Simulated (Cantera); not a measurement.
Mixture: 5.93 % C3H8, 19.7 % O2, 74.1 % N2, 0.273 % CO2, equivalence ratio 1.5, at 6.00 bar, adiabatic and at constant volume. Ignition delay is the time to a rise of 400 K.

Detailed kinetics in Cantera: GRI-Mech 3.0 (53 species, 325 reactions). GRI-Mech 3.0 was tuned for natural gas; its chemistry of propane as a main component is partial and can be far from experiment.

**Question.** Predict: delay at 1248 K; delay at 1298 K; delay at 1348 K; delay at 1398 K; delay at 1448 K; delay at 1498 K; delay at 1548 K; apparent activation energy between 1448 and 1548 K.

**Answer.** 
| Item | Value |
|---|---|
| delay at 1248 K | 0.945 ms |
| delay at 1298 K | 0.393 ms |
| delay at 1348 K | 0.176 ms |
| delay at 1398 K | 85.3 µs |
| delay at 1448 K | 44.7 µs |
| delay at 1498 K | 25.2 µs |
| delay at 1548 K | 15.2 µs |
| apparent activation energy between 1448 and 1548 K | 200 kJ/mol |
